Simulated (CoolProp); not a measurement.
Vapour-liquid equilibrium of propylene (1) + R142b (2) at 1.2 bar; x and y are mole fractions of (1).

Model: multi-fluid Helmholtz-energy mixture model, Lemmon 2013 and Lemmon 2006; pair parameters Bell 2016, in CoolProp.

```csv
x,"bubble temperature, mixture model (K)","bubble temperature, Raoult's law (K)","y, mixture model","y, Raoult's law"
0.05,263.7,264.4,0.201,0.186
0.125,257.7,259.3,0.422,0.393
0.2,252.7,254.9,0.572,0.541
0.275,248.5,251.0,0.675,0.650
0.35,245.1,247.7,0.749,0.731
0.425,242.2,244.7,0.803,0.794
0.5,239.8,242.0,0.844,0.843
0.575,237.8,239.6,0.877,0.882
0.65,236.0,237.4,0.904,0.913
0.725,234.4,235.4,0.927,0.938
0.8,232.9,233.6,0.948,0.959
0.875,231.5,231.9,0.967,0.977
0.95,230.2,230.3,0.987,0.992
```

The largest gap from Raoult's law is -2.6 K in bubble temperature, at x = 0.35. No azeotrope shows between x = 0.05 and 0.95.

Pair parameters are fitted to limited data, so mixtures are less certain than the pure fluids.
